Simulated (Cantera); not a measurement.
Cantera run, input and output.

```python
import numpy as np
import cantera as ct

gas = ct.Solution("gri30.yaml")
gas.TPX = 1348, 101325, {'CH2O': 0.0041, 'O2': 0.0063, 'N2': 1}
inlet = ct.Reservoir(gas, clone=True)

reactor = ct.IdealGasConstPressureReactor(gas, energy="off", clone=False)
exhaust = ct.Reservoir(gas, clone=True)
tau = [0.51, 0.24, 0.11, 0.053, 0.025, 0.012, 0.0056, 0.0026, 0.0012, 0.00058, 0.00027][0]
for a, b in ((inlet, reactor), (reactor, exhaust)):
    ct.MassFlowController(a, b, mdot=lambda t: reactor.mass / tau)
net = ct.ReactorNet([reactor])
show = ['CH2O', 'O2', 'HCO', 'C2H', 'CH2']

rows = []
print(f"{'tau/s':>10s}{'T/K':>9s}" + "".join(f"{s:>11s}" for s in show))
for tau in [0.51, 0.24, 0.11, 0.053, 0.025, 0.012, 0.0056, 0.0026, 0.0012, 0.00058, 0.00027]:
    net.initial_time = 0.0
    net.advance(30 * tau)
    before = gas.X
    net.advance(40 * tau)
    drift = np.max(np.abs(gas.X - before) / (gas.X + 1e-9))
    rows.append([gas.T, *gas[show].X, drift])
    print(f"{tau:10.3e}{gas.T:9.1f}" + "".join(f"{x:11.3e}" for x in gas[show].X))
```

Result:

```
     tau/s      T/K       CH2O         O2        HCO        C2H        CH2
 5.100e-01   1348.0  8.084e-07  2.226e-03  3.140e-09  3.153e-24  3.558e-14
 2.400e-01   1348.0  1.183e-06  2.261e-03  6.621e-09  2.988e-23  1.704e-13
 1.100e-01   1348.0  1.713e-06  2.318e-03  1.426e-08  2.619e-22  7.517e-13
 5.300e-02   1348.0  2.391e-06  2.402e-03  2.905e-08  1.701e-21  2.593e-12
 2.500e-02   1348.0  3.383e-06  2.530e-03  5.984e-08  1.012e-20  7.902e-12
 1.200e-02   1348.0  4.879e-06  2.709e-03  1.200e-07  5.255e-20  2.035e-11
 5.600e-03   1348.0  7.555e-06  2.961e-03  2.452e-07  2.702e-19  4.835e-11
 2.600e-03   1348.0  1.285e-05  3.285e-03  5.038e-07  1.274e-18  1.072e-10
 1.200e-03   1348.0  2.494e-05  3.680e-03  1.055e-06  5.427e-18  2.320e-10
 5.800e-04   1348.0  5.508e-05  4.130e-03  2.166e-06  1.885e-17  4.775e-10
 2.700e-04   1348.0  2.834e-03  5.999e-03  1.588e-06  4.068e-21  4.612e-11
```

Computed with Cantera and GRI-Mech 3.0 (53 species, 325 reactions).
